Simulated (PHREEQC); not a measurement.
A solution holds 0.28 mol H3PO4, 0.00074 mol KOH and 0.013 mol NaCl per kg of water, at 73 °C. Closed to the air; pH follows from the charge balance.

The numbers come from PHREEQC with the ion-association model, wateq4f.dat.

No solid was allowed to form.

Problem. Estimate the pH, activity of water.

Solution. pH 1.49; activity of water 0.994.

Problem. In which forms is P present?

Solution. H3PO4 86 %, H2PO4- 14 % of the P.

Species that the database lacks are ignored. H3PO4, which wateq4f.dat lacks, is added to it with the constant of phreeqc.dat. Away from 25 °C the constants follow the database's enthalpies or fits; those with neither stay at their 25 °C values.
